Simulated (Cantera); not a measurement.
**Thermodynamics of carbothermic reduction, feed CuO + C + N₂**

A closed system holds: 1 mol CuO, a varied amount of C, 2.5 mol N₂, equilibrated at 17.0 Pa.

Method: chemical equilibrium by Gibbs-energy minimisation in Cantera with the NASA 1993 tables (ideal gas, pure condensed phases). Candidate condensed phases: C, Cu, CuO, Cu₂O; 27 gas species. Mutual solubility and eutectic melting of coexisting phases are not modelled. Rates play no part.

Problem. Map the stable condensed phases over T = 923, 998, 1073, 1148, 1223, 1298, 1373, 1448, 1523, 1598, 1673 K and n(C) in mol = 0.37, 0.85, 1.3, 1.8, 2.3, 2.7, 3.2, 3.7, 4.2, 4.6, 5.1, 5.6, 6.

Solution. 
```
T in K \ n(C) in mol
         0.37 0.85  1.3  1.8  2.3  2.7  3.2  3.7  4.2  4.6  5.1  5.6    6
   1673     A    A    B    B    B    B    B    B    B    B    B    B    B
   1598     C    C    B    B    B    B    B    B    B    B    B    B    B
   1523     C    C    D    D    D    D    D    D    D    D    D    D    D
   1448     C    C    D    D    D    D    D    D    D    D    D    D    D
   1373     E    C    D    D    D    D    D    D    D    D    D    D    D
   1298     E    C    D    D    D    D    D    D    D    D    D    D    D
   1223     E    C    D    D    D    D    D    D    D    D    D    D    D
   1148     E    C    D    D    D    D    D    D    D    D    D    D    D
   1073     E    C    D    D    D    D    D    D    D    D    D    D    D
    998     E    C    D    D    D    D    D    D    D    D    D    D    D
    923     E    C    D    D    D    D    D    D    D    D    D    D    D
```
A: gas only; B: C; C: Cu; D: C + Cu; E: Cu + Cu₂O.
